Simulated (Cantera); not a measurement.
Feed: 1 mol Zr, 0.75 mol O2, 65 mol N2, at 0.100 bar.

Equilibrium computed with Cantera from the NASA thermochemical tables; the gas is ideal and each condensed phase is pure. Candidate condensed phases: Zr, ZrN, ZrO2; 13 gas species. Mutual solubility and eutectic melting of coexisting phases are not modelled. ZrN: taken at fixed stoichiometry. Condensed phases not in the tables: solid solutions among these carbides, nitrides and lower oxides. Rates play no part. All values below are at 1377 °C.

Base state: N2 1.00 (mole fractions); condensed: ZrN(s) + ZrO2(tetragonal).

What changes in the equilibrium state with this change: Zr replaced by V?


| species | before | after |
|---|---|---|
| N2 | 1.00 | 1.00 |
| ZrN(s), mol | 0.250 | 0 |
| ZrO2(tetragonal), mol | 0.750 | 0 |
| V2O3(s), mol | 0 | 0.500 |
Condensed phases not in the tables: the oxides between V2O3 and V2O5 other than VO2. Further candidate phases: V, VN, VO, V2O3, V2O4, V2O5.
